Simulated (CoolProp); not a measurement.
The fluid at 293.15 K and 0.0109 MPa flows at 7.9 m/s in a round tube of 10 mm bore and 45 µm roughness, fully developed (64/Re and Nu = 3.66 if laminar; Colebrook and Gnielinski if turbulent). The same conditions are run with several fluids, on thermodynamics alone (safety and materials aside).

Values from CoolProp's reference Helmholtz-energy equation of state of each fluid (methanol: de Reuck 1993; R236EA: Rui 2013; R245fa: Akasaka 2015).

Rank methanol, R236EA, R245fa by Reynolds number, highest first.

R236EA (5000), R245fa (4100), methanol (1210)

```tsv
fluid	Darcy friction factor	pressure drop (Pa/m)	heat-transfer coefficient (W/(m² K))	mass flow (kg/h)
methanol	0.0527	23.9	5.38	0.325
R236EA	0.0421	89.7	24.9	1.52
R245fa	0.0440	82.7	22.1	1.34
```

Transport values come from each fluid's own correlations; those of R236EA, R245fa are estimates that may be off by 10 % or more.
